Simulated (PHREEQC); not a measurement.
**Metal-bearing waste water (model solution)**

Solution (25 °C): 0.00018 mol/kgw ZnSO4, 4.3e-06 mol/kgw ZnCl2, 1.2e-05 mol/kgw HCl and 6.5e-06 mol/kgw NaCl. Closed to the air; pH follows from the charge balance.

All values are PHREEQC results (ion-association model, phreeqc.dat), not measurements.

Precipitation was switched off in this run.

What pH does the model give?

pH 4.94.

In which forms is S present?

SO4-2 97 %, ZnSO4 3.2 % of the S.

Complexes and solids missing from the database can't appear.
